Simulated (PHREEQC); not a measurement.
## Acid mine or pickling water

Synthetic water in mmol/kgw, 25 °C, pH 3.03, pe 10.6:

```tsv
constituent	mmol/kgw
Na	10.6
K	5.81
Ca	15
Mg	5.65
Cl	34
S(6)	20.4
Cd	0.628
```

Valence states are taken as typed.

Equilibrium calculation in PHREEQC: ion-association model, wateq4f.dat.

No solid was allowed to form.

Question: What ionic strength, charge-balance error does the model give?

Answer: ionic strength 0.0808 mol/kgw; charge-balance error -13.2 %.

Question: In which forms is S present?

Answer: SO4-2 63 %, CaSO4 22 %, MgSO4 9.3 %, HSO4- 2.9 %, NaSO4- 1.3 %, KSO4- 1.0 % of the S.
